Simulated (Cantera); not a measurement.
A closed system holds: 1 mol MgO, 0.71 mol SO2, 0.34 mol O2, held at 675 °C and 1.60 bar.

Cantera equilibrium calculation (NASA polynomials, part measured and part estimated; ideal gas, pure solids and liquids). Candidate condensed phases: Mg, MgO, MgS, MgSO4, S; 14 gas species. The numbers say what is thermodynamically allowed, not how fast it happens.

Base state: SO2 1.000, S2O 2.01e-5, S2 2.00e-5 (mole fractions); condensed: MgO(s) + MgSO4(s).

Problem. What changes in the equilibrium state with this change: temperature from 675 °C to 1427 °C?

Solution. 
| species | before | after |
|---|---|---|
| SO2 | 1.000 | 0.671 |
| O2 | <1e-9 | 0.321 |
| SO3 | 5.11e-7 | 0.00734 |
| S2O | 2.01e-5 | <1e-9 |
| O | <1e-9 | 2.00e-5 |
| MgO(s), mol | 0.320 | 1.00 |
| MgSO4(s), mol | 0.680 | 0 |

Problem. What changes in the equilibrium state with this change: temperature from 675 °C to 1375 °C?

Solution. 
| species | before | after |
|---|---|---|
| SO2 | 1.000 | 0.670 |
| O2 | <1e-9 | 0.321 |
| SO3 | 5.11e-7 | 0.00903 |
| S2O | 2.01e-5 | <1e-9 |
| S2 | 2.00e-5 | <1e-9 |
| O | <1e-9 | 1.14e-5 |
| MgO(s), mol | 0.320 | 1.00 |
| MgSO4(s), mol | 0.680 | 0 |
